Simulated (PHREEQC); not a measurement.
A column of 1 m (30 cells, dispersivity 0.05 m, 3600 s a shift, diffusion coefficient 3e-10 m²/s) holds 0.0097 eq of the database's cation exchanger X per kg of pore water, first in equilibrium with 0.00053 mol/kgw ZnSO4, 0.0088 mol/kgw ZnCl2 and 1e-05 mol/kgw HCl. It is flushed with 0.00062 mol/kgw LiCl, 0.0015 mol/kgw CaCl2 and 1e-05 mol/kgw HCl, at 25 °C. Values are for the last cell. CO2 from the air is kept out. Precipitation was switched off in this run.

Base run: PHREEQC, ion-association model, phreeqc.dat. Each further column changes one thing. The table gives Ca in solution (mol/kgw).

```tsv
pore volumes	base	exchange capacity from 0.0097 to 0.0049 eq/kgw	dispersivity from 0.05 to 0.1 m
0	0	0	0
0.8167	9.22e-6	[?]	4.42e-5
1.35	2.68e-5	0.000167	0.000103
2.15	8.15e-5	[?]	0.000198
2.95	0.000293	[?]	[?]
3.75	0.000633	0.00131	0.000688
4.283	0.000859	0.00141	[?]
5.083	0.00113	0.00147	0.00108
5.883	0.00130	0.00149	0.00123
6.683	0.00140	0.00150	[?]
7.217	0.00144	0.00150	0.00138
8.017	0.00147	0.00150	0.00142
```

Problem. What belongs in the gaps?

Solution. 
- 0.8167, exchange capacity from 0.0097 to 0.0049 eq/kgw: 5.84e-5
- 2.15, exchange capacity from 0.0097 to 0.0049 eq/kgw: 0.000475
- 2.95, exchange capacity from 0.0097 to 0.0049 eq/kgw: 0.000987
- 2.95, dispersivity from 0.05 to 0.1 m: 0.000411
- 4.283, dispersivity from 0.05 to 0.1 m: 0.000862
- 6.683, dispersivity from 0.05 to 0.1 m: 0.00133
